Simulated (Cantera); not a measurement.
An adiabatic, constant-pressure homogeneous reactor starts with 31.1 % H2, 14.1 % O2, 53.2 % N2, 1.62 % H2O, at 1023 K and 9.87 atm.

Detailed kinetics in Cantera: GRI-Mech 3.0 (53 species, 325 reactions). The hydrogen kinetics of GRI-Mech 3.0 are dated; newer H2 mechanisms differ, most at raised pressure.

**Question.** Predict: time of steepest temperature rise; temperature at 0.100 s; equilibrium temperature; x(H2) at 0.100 s; x(O2) at 0.100 s; x(H2O2) at 0.100 s; x(O) at 0.100 s; x(HO2) at 0.100 s; x(H2O) at 0.100 s; x(NO) at 0.100 s.

**Answer.** 
- time of steepest temperature rise = 5.17 ms
- temperature at 0.100 s = 2826 K
- equilibrium temperature = 2826 K
- x(H2) at 0.100 s = 0.0459 (gas-phase equilibrium 0.0459)
- x(O2) at 0.100 s = 0.00287 (gas-phase equilibrium 0.00287)
- x(H2O2) at 0.100 s = 7.12e-7 (gas-phase equilibrium 7.12e-7)
- x(O) at 0.100 s = 0.00103 (gas-phase equilibrium 0.00103)
- x(HO2) at 0.100 s = 3.85e-6 (gas-phase equilibrium 3.85e-6)
- x(H2O) at 0.100 s = 0.320 (gas-phase equilibrium 0.320)
- x(NO) at 0.100 s = 0.00393 (gas-phase equilibrium 0.00393)
